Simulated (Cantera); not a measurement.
Input (Python, Cantera) and output of one run.

```python
import numpy as np
import cantera as ct

gas_names = """
    H HO2 H2 H2O H2O2 H2S H2SO4 O OH O2 O3 S SH SO SO2 SO3 S2 S2O S8
""".split()
cond_names = """
    H2O(s) H2O(L) H2SO4(L) S(cr1) S(cr2) S(L)
""".split()


def load(file, names, dense=False):
    # The tables refer to 1 bar. Condensed volumes are neglected.
    table = {s.name: s for s in ct.Species.list_from_file(file)}
    out = []
    for n in names:
        d = dict(table[n].input_data)
        d["thermo"] = dict(d["thermo"], **{"reference-pressure": 1e5})
        if dense:
            d["equation-of-state"] = {"model": "constant-volume", "density": "1e6 g/cm^3"}
        out.append(ct.Species.from_dict(d))
    return out


gas = ct.Solution(thermo="ideal-gas", species=load("nasa_gas.yaml", gas_names))
cond = {s.name: ct.Solution(thermo="fixed-stoichiometry", species=[s], name=s.name)
        for s in load("nasa_condensed.yaml", cond_names, dense=True)}
atoms = {
    'H2S': {'H': 2, 'S': 1},
    'H2': {'H': 2},
    'O2': {'O': 2},
}
top_T = {}  # K; cautious upper limits of use, not melting points


def equilibrate(T, P, feed):
    n = {}
    for name, mol in feed.items():
        for a, k in atoms[name].items():
            n[a] = n.get(a, 0.0) + k * mol
    gas.TPX = T, P, n
    mass = sum(n.values()) * gas.mean_molecular_weight
    gas.equilibrate("TP")
    valid = [c for c in cond.values() if c.min_temp <= T <= top_T.get(c.name, c.max_temp)]
    mix = ct.Mixture([(gas, mass / gas.mean_molecular_weight)] + [(c, 0.0) for c in valid])
    mix.T, mix.P = T, P
    mix.equilibrate("TP", solver="vcs", rtol=1e-11, max_steps=5000)
    return mix


results = []
feed = {'H2S': 1, 'H2': 0.12, 'O2': 0.46}  # mol
P = 2000  # Pa
for T in [750, 850, 950, 1050, 1150, 1250, 1350]:
    mix = equilibrate(T, P, feed)
    results.append((T, P, feed, dict(zip(mix.species_names, mix.species_moles))))

top = {s: max(r[3][s] / sum(r[3][g] for g in gas_names) for r in results) for s in gas_names}
cols = sorted((s for s in top if top[s] > 1e-05), key=lambda s: -top[s])[:9]
seen = [c for c in cond_names if any(r[3].get(c, 0) > 1e-12 for r in results)]
print("log10 of partial pressures in bar; condensed amounts in mol")
print(f"{'T/K':>10s}" + "".join(f"{s[:9]:>10s}" for s in cols + seen))
for T, P, feed, n in results:
    ng = sum(n[g] for g in gas_names)
    print(f"{T:10.4g}" + "".join(f"{np.log10(max(n[s] / ng * P / 1e5, 1e-99)):10.3f}" for s in cols)
          + "".join(f"{n.get(c, 0):10.4g}" for c in seen))
```

Result:

```
log10 of partial pressures in bar; condensed amounts in mol
       T/K       H2O        S2       H2S        H2       SO2       S2O        SH        SO        S8
       750    -1.990    -2.428    -2.311    -4.785    -2.965    -4.469    -7.994    -8.389    -5.649
       850    -1.969    -2.379    -2.376    -4.146    -3.106    -4.536    -7.037    -7.450    -8.709
       950    -1.959    -2.348    -2.436    -3.642    -3.219    -4.595    -6.287    -6.712   -11.134
      1050    -1.957    -2.325    -2.505    -3.251    -3.285    -4.631    -5.689    -6.102   -13.090
      1150    -1.963    -2.307    -2.594    -2.959    -3.288    -4.635    -5.212    -5.573   -14.696
      1250    -1.977    -2.295    -2.706    -2.749    -3.233    -4.612    -4.830    -5.101   -16.044
      1350    -1.997    -2.289    -2.833    -2.599    -3.144    -4.575    -4.522    -4.679   -17.204
```

Method: chemical equilibrium by Gibbs-energy minimisation in Cantera with the NASA 1993 tables (ideal gas, pure condensed phases). Gases not in the tables: S3 to S7.
